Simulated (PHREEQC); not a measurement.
0.97 g of hydrous ferric oxide (600 m²/g; 0.2 weak and 0.005 strong sites per Fe, Dzombak-Morel constants, diffuse double layer) in 1 kg of water with 0.05 mol/kgw of an inert sodium salt and 0.046 mmol/kgw ZnCl2, at 25 °C; the pH is set by adding NaOH or the inert anion's acid. Oxygen is held at 0.21 atm. CO2 from the air is kept out. No solid was allowed to form.

The numbers come from PHREEQC with the ion-association model, wateq4f.dat.

| pH | Zn sorbed (%) | surface charge σ (C/m²) | surface potential ψ (mV) |
|---|---|---|---|
| 4 | 0.1 | 0.295 | 159 |
| 4.5 | 0.9 | 0.239 | 149 |
| 5 | ___ | 0.181 | 135 |
| 5.5 | 28.4 | 0.131 | 118 |
| 6 | 65.6 | 0.090 | 100 |
| 6.5 | 90.7 | 0.059 | 80 |
| 7 | 98.5 | 0.036 | 57 |
| 7.5 | 99.8 | 0.018 | 33 |
| 8 | 100.0 | 0.004 | 8 |
| 8.5 | 100.0 | -0.009 | -18 |
| 9 | 100.0 | -0.025 | -43 |
| 9.5 | 100.0 | -0.044 | -67 |
| 10 | 100.0 | -0.071 | -89 |
| 10.5 | 100.0 | ___ | -108 |
| 11 | 100.0 | ___ | -126 |
| 11.5 | 99.9 | -0.210 | -141 |
| 12 | 99.4 | -0.273 | -150 |

Problem. Fill in the missing entries.

Solution. 
- 5, Zn sorbed (%): 6.1
- 10.5, surface charge σ (C/m²): -0.107
- 11, surface charge σ (C/m²): -0.154
